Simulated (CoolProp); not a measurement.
Vapour-liquid equilibrium of benzene (1) + dimethyl carbonate (2) at 442.6 K; x and y are mole fractions of (1).

Values from CoolProp's multi-fluid Helmholtz-energy mixture model, Thol 2012 and Zhou 2011; pair parameters Bell 2016.

| x | bubble pressure, mixture model (MPa) | bubble pressure, Raoult's law (MPa) | y, mixture model | y, Raoult's law |
|---|---|---|---|---|
| 0.05 | 0.7710 | 0.7611 | 0.065 | 0.056 |
| 0.125 | 0.7906 | 0.7681 | 0.155 | 0.138 |
| 0.2 | 0.8075 | 0.7750 | 0.237 | 0.219 |
| 0.275 | 0.8220 | 0.7820 | 0.314 | 0.299 |
| 0.35 | 0.8343 | 0.7890 | 0.387 | 0.377 |
| 0.425 | 0.8443 | 0.7959 | 0.457 | 0.454 |
| 0.5 | 0.8523 | 0.8029 | 0.525 | 0.529 |
| 0.575 | 0.8581 | 0.8099 | 0.592 | 0.603 |
| 0.65 | 0.8619 | 0.8168 | 0.659 | 0.676 |
| 0.725 | 0.8636 | 0.8238 | 0.727 | 0.747 |
| 0.8 | 0.8630 | 0.8307 | 0.796 | 0.818 |
| 0.875 | 0.8601 | 0.8377 | 0.869 | 0.887 |
| 0.95 | 0.8546 | 0.8447 | 0.946 | 0.955 |

The largest gap from Raoult's law is +6.2 % in bubble pressure, at x = 0.5. y crosses x between x = 0.725 and 0.8: the model has an azeotrope there.

Pair parameters are fitted to limited data, so mixtures are less certain than the pure fluids.
